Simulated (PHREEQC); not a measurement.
0.012 g of hydrous ferric oxide (600 m²/g; 0.2 weak and 0.005 strong sites per Fe, Dzombak-Morel constants, diffuse double layer) in 1 kg of water with 0.3 mol/kgw of an inert sodium salt and 6.4e-08 mol BaCl2, at 25 °C; the pH is set by adding NaOH or the inert anion's acid. O2 is buffered at 0.21 atm. CO2 from the air is kept out. No solid was allowed to form.

All values are PHREEQC results (ion-association model, wateq4f.dat), not measurements.

| pH | Ba sorbed (%) | surface charge σ (C/m²) | surface potential ψ (mV) |
|---|---|---|---|
| 4 | 0.0 | 0.349 | 123 |
| 4.5 | 0.0 | 0.318 | 118 |
| 5 | 0.0 | 0.269 | 110 |
| 5.5 | 0.0 | 0.210 | 98 |
| 6 | 0.0 | 0.154 | 83 |
| 6.5 | 0.0 | 0.106 | 65 |
| 7 | 0.1 | 0.066 | 46 |
| 7.5 | 0.5 | 0.034 | 26 |
| 8 | 2.6 | 0.006 | 5 |
| 8.5 | 12.2 | -0.021 | -17 |
| 9 | 39.7 | -0.051 | -37 |
| 9.5 | 73.0 | -0.087 | -57 |
| 10 | 90.4 | -0.131 | -75 |
| 10.5 | 96.3 | -0.184 | -91 |
| 11 | 98.1 | -0.242 | -105 |
| 11.5 | 98.5 | -0.298 | -115 |
| 12 | 97.9 | -0.337 | -120 |
